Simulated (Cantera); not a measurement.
What does this Cantera script print?

```python
import numpy as np
import cantera as ct

gas_names = """
    CL CL2 H HCL H2 Si SiCL SiCL2 SiCL3 SiCL4 SiH SiHCL3 SiH2 SiH2CL2 SiH3 SiH3CL SiH4 Si2 Si3
""".split()
cond_names = """
    Si(cr) Si(L)
""".split()


def load(file, names, dense=False):
    # The tables refer to 1 bar. Condensed volumes are neglected.
    table = {s.name: s for s in ct.Species.list_from_file(file)}
    out = []
    for n in names:
        d = dict(table[n].input_data)
        d["thermo"] = dict(d["thermo"], **{"reference-pressure": 1e5})
        if dense:
            d["equation-of-state"] = {"model": "constant-volume", "density": "1e6 g/cm^3"}
        out.append(ct.Species.from_dict(d))
    return out


gas = ct.Solution(thermo="ideal-gas", species=load("nasa_gas.yaml", gas_names))
cond = {s.name: ct.Solution(thermo="fixed-stoichiometry", species=[s], name=s.name)
        for s in load("nasa_condensed.yaml", cond_names, dense=True)}
atoms = {
    'Si': {'Si': 1},
    'HCl': {'H': 1, 'CL': 1},
    'H2': {'H': 2},
}
top_T = {}  # K; cautious upper limits of use, not melting points


def equilibrate(T, P, feed):
    n = {}
    for name, mol in feed.items():
        for a, k in atoms[name].items():
            n[a] = n.get(a, 0.0) + k * mol
    gas.TPX = T, P, n
    mass = sum(n.values()) * gas.mean_molecular_weight
    gas.equilibrate("TP")
    valid = [c for c in cond.values() if c.min_temp <= T <= top_T.get(c.name, c.max_temp)]
    mix = ct.Mixture([(gas, mass / gas.mean_molecular_weight)] + [(c, 0.0) for c in valid])
    mix.T, mix.P = T, P
    mix.equilibrate("TP", solver="vcs", rtol=1e-11, max_steps=5000)
    return mix


results = []
feed = {'Si': 1, 'HCl': 1.3, 'H2': 3.3}  # mol
T = 1250  # K
P = 200000  # Pa
mix = equilibrate(T, P, feed)
results.append((T, P, feed, dict(zip(mix.species_names, mix.species_moles))))
print(gas.report(threshold=0.001))
for i in range(1, mix.n_phases):
    print(f"{mix.phase(i).name:16s} {mix.phase_moles(i):12.5e} mol")
```

It prints:

```
       temperature   1250 K
          pressure   2e+05 Pa
           density   0.28421 kg/m^3
  mean mol. weight   14.769 kg/kmol
   phase of matter   gas

                          1 kg             1 kmol
                     ---------------   ---------------
          enthalpy       -8.5537e+05       -1.2633e+07  J
   internal energy       -1.5591e+06       -2.3026e+07  J
           entropy             13255        1.9577e+05  J/K
    Gibbs function       -1.7424e+07       -2.5734e+08  J
 heat capacity c_p            2488.1             36748  J/K
 heat capacity c_v            1925.2             28433  J/K

                      mass frac. Y      mole frac. X     chem. pot. / RT
                     ---------------   ---------------   ---------------
               HCL          0.099189          0.040182           -36.276
                H2           0.12039           0.88194           -17.521
             SiCL2          0.030872         0.0046063           -59.182
             SiCL3          0.044207         0.0048566           -86.698
             SiCL4           0.42161          0.036653           -114.21
            SiHCL3           0.26252          0.028626           -95.458
           SiH2CL2          0.020807         0.0030425           -76.702
     [  +12 minor]        0.00040689        9.1196e-05

Si(cr)            6.65472e-01 mol
```

Method: chemical equilibrium by Gibbs-energy minimisation in Cantera with the NASA 1993 tables (ideal gas, pure condensed phases). The tables' values for SiCl3 are old estimates; treat these amounts as uncertain.
